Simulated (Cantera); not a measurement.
Input: 1 mol Si2H6, 6 mol O2, at 0.540 Torr.

Equilibrium computed with Cantera from the NASA thermochemical tables; the gas is ideal and each condensed phase is pure. Candidate condensed phases: H2O, Si, SiO2; 18 gas species. The feed counts by its element totals alone. Kinetics and transport are ignored. All values below are at 650 °C.

Base state: H2O 0.545, O2 0.455 (mole fractions); condensed: SiO2(β-quartz).

Problem. What changes in the equilibrium state with this change: Si2H6 replaced by SiCl4?

Solution. 
```json
[
 {"species": "O2", "before": "0.455", "after": "0.713"},
 {"species": "Cl2", "before": "0", "after": "0.284"},
 {"species": "Cl", "before": "0", "after": "0.00222"},
 {"species": "H2O", "before": "0.545", "after": "0"},
 {"species": "SiO2(β-quartz), mol", "before": "2.00", "after": "1.00"}
]
```
